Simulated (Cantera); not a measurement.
Feed: 1 mol HI, 0.041 mol O2, equilibrated at 625 K and 1.00 bar.

Equilibrium computed with Cantera from the NASA thermochemical tables; the gas is ideal and each condensed phase is pure. Candidate condensed phases: H2O, I2; 12 gas species. Rates play no part.

Problem. What is the equilibrium state?

Solution. 
```json
{
  "x(HI)": "0.729",
  "x(I2)": "0.136",
  "x(H2O)": "0.0820",
  "x(H2)": "0.0536",
  "x(I)": "8.16e-5",
  "gas_amount": "1.000 mol",
  "log10 activity of I2(l) (absent)": "-2.05"
}
```
